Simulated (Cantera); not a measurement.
Input: 1 mol Pb, 12 mol N₂, 1.1 mol O₂, held at 28000 Pa.

Equilibrium computed with Cantera from the NASA thermochemical tables; the gas is ideal and each condensed phase is pure. Candidate condensed phases: Pb, PbO, PbO₂, Pb₃O₄; 12 gas species. Kinetics and transport are ignored.

x: gas mole fraction; n: condensed amount in mol.

```json
[
 {"T (K)": "650", "x N₂": "0.952", "x O₂": "0.0476", "x NO": "4.41e-8", "x PbO": "<1e-12", "x NO₂": "2.59e-8", "n PbO(red)": "1.00", "n PbO(yellow)": "0"},
 {"T (K)": "700", "x N₂": "0.952", "x O₂": "0.0476", "x NO": "1.47e-7", "x PbO": "<1e-12", "x NO₂": "4.01e-8", "n PbO(red)": "1.00", "n PbO(yellow)": "0"},
 {"T (K)": "750", "x N₂": "0.952", "x O₂": "0.0476", "x NO": "4.20e-7", "x PbO": "1.50e-11", "x NO₂": "5.86e-8", "n PbO(red)": "1.00", "n PbO(yellow)": "0"},
 {"T (K)": "800", "x N₂": "0.952", "x O₂": "0.0476", "x NO": "1.05e-6", "x PbO": "2.50e-10", "x NO₂": "8.18e-8", "n PbO(red)": "0", "n PbO(yellow)": "1.00"},
 {"T (K)": "850", "x N₂": "0.952", "x O₂": "0.0476", "x NO": "2.35e-6", "x PbO": "2.97e-9", "x NO₂": "1.10e-7", "n PbO(red)": "0", "n PbO(yellow)": "1.00"},
 {"T (K)": "900", "x N₂": "0.952", "x O₂": "0.0476", "x NO": "(withheld)", "x PbO": "(withheld)", "x NO₂": "(withheld)", "n PbO(red)": "0", "n PbO(yellow)": "1.00"},
 {"T (K)": "950", "x N₂": "0.952", "x O₂": "0.0476", "x NO": "(withheld)", "x PbO": "(withheld)", "x NO₂": "(withheld)", "n PbO(red)": "0", "n PbO(yellow)": "1.000"},
 {"T (K)": "1000", "x N₂": "0.952", "x O₂": "0.0476", "x NO": "1.64e-5", "x PbO": "1.09e-6", "x NO₂": "2.23e-7", "n PbO(red)": "0", "n PbO(yellow)": "1.000"},
 {"T (K)": "1050", "x N₂": "0.952", "x O₂": "0.0476", "x NO": "2.76e-5", "x PbO": "5.29e-6", "x NO₂": "2.70e-7", "n PbO(red)": "0", "n PbO(yellow)": "1.000"}
]
```

**Question.** Some entries are withheld; supply them.

**Answer.** 
- 950, x NO: 9.18e-6
- 950, x PbO: 1.88e-7
- 950, x NO₂: 1.80e-7
- 900, x NO: 4.83e-6
- 900, x PbO: 2.67e-8
- 900, x NO₂: 1.43e-7
